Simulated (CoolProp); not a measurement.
CHF3 (R23) along the isobar 6.54 MPa: Z from the reference equation and from simpler models built on Tc = 299.3 K, pc = 4.832 MPa, ω = 0.263; each cubic takes its own stable root.

Computed with CoolProp (reference Helmholtz-energy equation of state, Penoncello 2003).

```csv
T (K),phase,reference
186.2,liquid,0.2000
205.5,liquid,0.1903
224.8,liquid,0.1838
244.1,liquid,0.1806
263.5,liquid,0.1815
282.8,liquid,0.1895
302.1,supercritical,0.2203
321.4,supercritical,0.4709
340.8,supercritical,0.6364
360.1,supercritical,0.7247
379.4,supercritical,0.7842
```

**Question.** How far does each simpler model (van der Waals, Soave-Redlich-Kwong, Peng-Robinson) lie from the reference over these 11 states: mean and median of the absolute difference, and the worst?

**Answer.** 
- van der Waals: mean 45.1 %, median 63.0 %, worst +73.8 % at 186.2 K and 6.54 MPa
- Soave-Redlich-Kwong: mean 14.8 %, median 16.5 %, worst +29.1 % at 302.1 K and 6.54 MPa
- Peng-Robinson: mean 4.6 %, median 3.4 %, worst +17.1 % at 302.1 K and 6.54 MPa
